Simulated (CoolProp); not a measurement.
Values from CoolProp's reference Helmholtz-energy equation of state, Gao 2020.

Question: For ammonia, give the phase and the speed of sound (m/s), Joule-Thomson coefficient (K/MPa), viscosity (µPa s) at 159.65 °C and 0.484 MPa; 344.85 °C and 0.484 MPa.

Answer: 
- 159.65 °C and 0.484 MPa: gas; speed of sound 513, Joule-Thomson coefficient 8.43, viscosity 15.2
- 344.85 °C and 0.484 MPa: gas; speed of sound 607, Joule-Thomson coefficient 3.12, viscosity 22.4

Viscosity comes from a separate model (Fenghour 1995).
